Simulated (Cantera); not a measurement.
What does this Cantera script print?

```python
import numpy as np
import cantera as ct

gas_names = """
    B BH BH2 BH3 BN BO BO2 B2 B2O B2O2 B2O3 B3O3H3 H HBO HBO2 HNO HNO2 HNO3 HO2 H2 H2O H2O2 H3B3O6 N NH
    NH2 NH3 NH2OH NO NO2 NO3 N2 N2H2 N2H4 N2O O OH O2 O3
""".split()
cond_names = """
    B(b) B(L) BN(s) B2O3(L) B3O3H3(cr) H2O(s) H2O(L)
""".split()


# ... load() reads the species with a 1 bar reference pressure and builds the phases ...
atoms = {
    'borazine': {'B': 3, 'N': 3, 'H': 6},
    'O2': {'O': 2},
}
top_T = {'BN(s)': 3200}  # K; cautious upper limits of use, not melting points


# ... equilibrate(T, P, feed) seeds the gas with the atoms and calls Mixture.equilibrate('TP', solver="vcs", rtol=1e-11, max_steps=5000) ...
results = []
T = 1800  # K
P = 10000  # Pa
for m in [0.1, 0.14, 0.2, 0.28, 0.4, 0.56, 0.79, 1.1, 1.6, 2.2, 3.1]:
    feed = {'borazine': 1, 'O2': m}  # mol
    mix = equilibrate(T, P, feed)
    results.append((T, P, feed, dict(zip(mix.species_names, mix.species_moles))))

top = {s: max(r[3][s] / sum(r[3][g] for g in gas_names) for r in results) for s in gas_names}
cols = sorted((s for s in top if top[s] > 1e-05), key=lambda s: -top[s])[:9]
seen = [c for c in cond_names if any(r[3].get(c, 0) > 1e-12 for r in results)]
print("log10 of partial pressures in bar; condensed amounts in mol")
print(f"{'n(O2)':>10s}" + "".join(f"{s[:9]:>10s}" for s in cols + seen))
for T, P, feed, n in results:
    ng = sum(n[g] for g in gas_names)
    print(f"{feed['O2']:10.4g}" + "".join(f"{np.log10(max(n[s] / ng * P / 1e5, 1e-99)):10.3f}" for s in cols)
          + "".join(f"{n.get(c, 0):10.4g}" for c in seen))
```

Result:

```
log10 of partial pressures in bar; condensed amounts in mol
     n(O2)        H2        N2      HBO2       H2O       HBO      B2O3      B2O2         H        BO     BN(s)   B2O3(L)
       0.1    -1.032    -2.585    -3.250    -4.333    -2.539    -3.299    -3.466    -3.962    -4.218     2.835         0
      0.14    -1.042    -2.463    -3.071    -4.221    -2.482    -3.054    -3.343    -3.967    -4.157     2.778         0
       0.2    -1.055    -2.335    -2.900    -4.114    -2.433    -2.820    -3.230    -3.974    -4.100     2.694         0
      0.28    -1.072    -2.217    -2.756    -4.024    -2.394    -2.621    -3.136    -3.982    -4.053     2.585         0
       0.4    -1.092    -2.093    -2.642    -3.952    -2.373    -2.465    -3.074    -3.992    -4.022     2.425   0.01759
      0.56    -1.105    -1.971    -2.628    -3.924    -2.400    -2.465    -3.114    -3.999    -4.042     2.216    0.1199
      0.79    -1.124    -1.848    -2.617    -3.901    -2.430    -2.465    -3.156    -4.008    -4.063     1.914     0.266
       1.1    -1.148    -1.732    -2.609    -3.887    -2.461    -2.465    -3.194    -4.020    -4.082     1.505    0.4621
       1.6    -1.184    -1.609    -2.607    -3.882    -2.500    -2.465    -3.235    -4.038    -4.103    0.8422    0.7778
       2.2    -1.225    -1.512    -2.611    -3.890    -2.536    -2.465    -3.268    -4.058    -4.119   0.04484     1.156
       3.1    -1.626    -1.561    -1.550    -1.768    -3.998    -2.465    -5.791    -4.259    -5.381         0    0.5394
```

Method: chemical equilibrium by Gibbs-energy minimisation in Cantera with the NASA 1993 tables (ideal gas, pure condensed phases). The feed counts by its element totals alone. Mutual solubility and eutectic melting of coexisting phases are not modelled.
